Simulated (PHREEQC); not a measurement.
Solution A (0.89 mmol/kgw H2SeO3 and 35 mmol/kgw NH3) is mixed with solution B (2.9 mmol/kgw HF and 4.8 mmol/kgw (CH3)4NF) at 25 °C; shares are by mass of water, 1 kg in all. No oxygen is let in. No CO2 enters from the air. Precipitation was switched off in this run.

Equilibrium calculation in PHREEQC: ion-association model, wateq4f.dat.

### Question
Predict pH, SeO3-2 (mol/kgw) at share of solution B = 0.1, 0.6, 0.7, 0.9.

### Answer
| share of solution B | pH | SeO3-2 (mol/kgw) |
|---|---|---|
| 0.1 | 10.41 | 0.000793 |
| 0.6 | 9.93 | 0.000346 |
| 0.7 | 9.76 | 0.000256 |
| 0.9 | 8.71 | 6.03e-5 |

Species that the database lacks are ignored. (CH3)4N+ isn't in the database: it is added as a free cation with an ion size of 4 Å.
